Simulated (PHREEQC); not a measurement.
K2CO3 is added in steps, without added water, to 1 kg of water holding 0.005 mol HF and 0.11 mol NaF, at 20 °C. Oxygen is held at 0.21 atm. The system is closed to CO2. The run lets Nahcolite, Natron precipitate or redissolve, and no other solid.

Base run: PHREEQC, ion-association model, wateq4f.dat. Each further column changes one thing. The table gives pH.

```csv
K2CO3 added (mol),base,diluted 5-fold with water,0.03 mol/kgw CO2 added,temperature from 20 to 30 °C,no solid may form
0,4.48,4.46,4.44,4.57,4.48
0.0255,10.45,11.09,6.92,10.27,10.45
0.051,10.76,11.25,9.24,10.58,10.76
0.0765,10.92,11.33,9.64,10.74,10.92
0.0935,10.99,11.37,9.78,10.82,10.99
0.119,11.08,11.41,9.93,10.90,11.08
0.1445,11.14,11.45,10.03,10.97,11.14
0.17,11.19,11.48,10.12,11.02,11.19
```
